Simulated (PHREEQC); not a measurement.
# Hard or scaling water: speciation

Make-up at 85 °C: 0.00047 mol CaSO4 and 5.7e-05 mol NaF per kg of water. It is in equilibrium with CO2 at log p = 0 (atm). Otherwise closed; pH follows from the charge balance.

Equilibrium calculation in PHREEQC: ion-association model, phreeqc.dat.

No solid was allowed to form.

Question: What pH does the model give?

Answer: pH 4.20.

Question: In which forms is Ca present?

Answer: Ca+2 93 %, CaSO4 6.7 % of the Ca.

Constants without temperature data keep their 25 °C values here.
